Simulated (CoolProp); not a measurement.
Vapour-liquid equilibrium of R113 (1) + ethanol (2) at 0.324 MPa; x and y are mole fractions of (1).

Computed with CoolProp (multi-fluid Helmholtz-energy mixture model, Marx 1992 and Schroeder 2014; pair parameters Bell 2016).

```csv
x,"bubble temperature, mixture model (K)","bubble temperature, Raoult's law (K)","y, mixture model","y, Raoult's law"
0.05,371.9,383.1,0.350,0.085
0.15,359.4,380.8,0.605,0.241
0.25,355.8,378.4,0.666,0.380
0.35,355.0,376.0,0.679,0.504
0.45,355.0,373.6,0.680,0.613
0.55,354.9,371.2,0.682,0.709
0.65,354.8,368.9,0.692,0.791
0.75,354.8,366.5,0.720,0.863
0.85,355.5,364.3,0.777,0.924
0.95,358.1,362.0,0.895,0.977
```

The largest gap from Raoult's law is -22.6 K in bubble temperature, at x = 0.25. y crosses x between x = 0.65 and 0.75: the model has an azeotrope there.

Pair parameters are fitted to limited data, so mixtures are less certain than the pure fluids. With so large a gap from Raoult's law the liquid may split in two, which this calculation doesn't test in full.
